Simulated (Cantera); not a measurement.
**SiH4 + N2O + N2 (silicon oxide and oxynitride deposition)**

Feed: 1 mol SiH4, 0.19 mol N2O, 6.7 mol N2, at 0.000130 bar.

Method: chemical equilibrium by Gibbs-energy minimisation in Cantera with the NASA 1993 tables (ideal gas, pure condensed phases). Candidate condensed phases: H2O, Si, SiO2, Si2N2O, Si3N4; 35 gas species. Mutual solubility and eutectic melting of coexisting phases are not modelled. The tables' values for SiN are old estimates; treat these amounts as uncertain. Equilibrium is a limit: real reactors are often held back by kinetics, nucleation or transport.

```
T (K)  log p N2  log p H2  log p H  log p Si  log p SiO  log p Si2  log p SiH  n Si2N2O(s)  n Si3N4(s)  n Si(s)  n Si(l)
-----  --------  --------  -------  --------  ---------  ---------  ---------  -----------  ----------  -------  -------
600       -4.01     -4.50     <-15      <-15       <-15       <-15       <-15        0.190       0.207        0        0
750       -4.01     -4.50   -14.75      <-15       <-15       <-15       <-15        0.190       0.207        0        0
900       -4.01     -4.50   -12.18      <-15       <-15       <-15       <-15        0.190       0.207        0        0
1050      -4.01     -4.50   -10.34      <-15     -14.86       <-15       <-15        0.190       0.207        0        0
1200      -4.01     -4.50    -8.96    -14.22     -11.22       <-15     -15.29        0.190       0.207        0        0
1350      -4.01     -4.50    -7.87    -10.86      -8.41     -15.44     -12.31        0.190       0.207        0        0
1500      -4.01     -4.51    -7.01     -8.19      -6.17     -11.29      -9.94        0.146       0.221        0        0
1650      -4.01     -4.55    -6.32     -6.57      -5.57      -9.04      -8.58            0           0    0.790        0
1800      -4.02     -4.57    -5.73     -5.50      -5.58      -7.72      -7.73            0           0        0    0.572
1950      -4.05     -4.64    -5.26     -4.99      -5.61      -7.39      -7.43            0           0        0        0
2100      -4.07     -4.74    -4.88     -5.00      -5.63      -8.01      -7.63            0           0        0        0
```
log p: log10 of the partial pressure in bar; n: condensed amount in mol.

From 600 K to 1500 K the condensed part is Si2N2O(s) + Si3N4(s). At 1650 K the condensed part is Si(s). At 1800 K the condensed part is Si(l). From 1950 K to 2100 K nothing is condensed.
